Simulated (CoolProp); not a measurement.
Vapour pressure (bar) of C2F6 (R116): the reference equation beside estimates from Tc = 293.0 K, pc = 30.48 bar, ω = 0.257. Clausius-Clapeyron is anchored at 231.1 K with a constant enthalpy of vaporisation of 13.64 kJ/mol.

The numbers come from the reference Helmholtz-energy equation of state, Lemmon 2006 in CoolProp. It is a short technical equation, of lower accuracy than the large ones.

| T (K) | reference | Lee-Kesler | Clausius-Clapeyron | van der Waals |
|---|---|---|---|---|
| 209.2 | 2.043 | 2.047 | 2.385 | 6.750 |
| 212.9 | 2.413 | 2.419 | 2.734 | 7.367 |
| 216.5 | (withheld) | 2.829 | 3.107 | 8.002 |
| 220.1 | 3.274 | 3.289 | (withheld) | 8.671 |
| 223.8 | 3.799 | 3.817 | 3.978 | 9.395 |
| 227.4 | 4.367 | 4.390 | 4.468 | 10.13 |
| 231.1 | 5.015 | 5.042 | 5.015 | 10.93 |
| 234.7 | (withheld) | (withheld) | 5.591 | 11.75 |
| 238.4 | 6.500 | 6.534 | 6.232 | 12.62 |
| 242 | 7.342 | 7.379 | 6.903 | 13.51 |
| 245.6 | 8.263 | 8.302 | 7.624 | (withheld) |
| 249.3 | 9.296 | 9.336 | 8.419 | 15.44 |
| 252.9 | (withheld) | 10.43 | 9.245 | 16.44 |

Question: Fill in the missing entries.

Answer: 
- 216.5, reference: 2.819
- 220.1, Clausius-Clapeyron: 3.517
- 234.7, reference: 5.711
- 234.7, Lee-Kesler: 5.742
- 245.6, van der Waals: 14.44
- 252.9, reference: 10.39

Absolute difference from the reference over all 13 rows, mean and median: Lee-Kesler 0.4 and 0.5 %, Clausius-Clapeyron 7.3 and 7.4 %, van der Waals 128.0 and 117.9 %.
